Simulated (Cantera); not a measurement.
Cantera with NASA thermochemical tables; ideal gases at 1 bar, condensed phases pure. Values are per mole of reaction as written; species without (g) are pure solids or liquids, kept so even where they would boil at 1 bar.

H2S(g) + Ca(g) → H2(g) + CaS

```
T (K)  ΔH° (kJ)  ΔS° (J/K)  ΔG° (kJ)  log10 K
-----  --------  ---------  --------  -------
300           ?          ?         ?        ?
473      -626.7     -163.3    -549.5    60.68
573      -624.5     -159.1    -533.3    48.62
673           ?          ?         ?        ?
773           ?          ?         ?        ?
873      -618.5     -150.7    -487.0    29.14
973      -616.7     -148.7    -472.0    25.34
1073     -614.9     -146.9    -457.3    22.26
1173     -613.2     -145.4    -442.6    19.71
1273     -611.5     -144.1    -428.2    17.57
1373     -609.9     -142.8    -413.8    15.74
1473          ?          ?         ?        ?
```

### Question
What belongs in the gaps?

### Answer

- 300, ΔH° (kJ): -630.5
- 300, ΔS° (J/K): -173.2
- 300, ΔG° (kJ): -578.5
- 300, log10 K: 100.72
- 673, ΔH° (kJ): -622.4
- 673, ΔS° (J/K): -155.8
- 673, ΔG° (kJ): -517.6
- 673, log10 K: 40.17
- 773, ΔH° (kJ): -620.4
- 773, ΔS° (J/K): -153.0
- 773, ΔG° (kJ): -502.2
- 773, log10 K: 33.93
- 1473, ΔH° (kJ): -608.3
- 1473, ΔS° (J/K): -141.7
- 1473, ΔG° (kJ): -399.6
- 1473, log10 K: 14.17
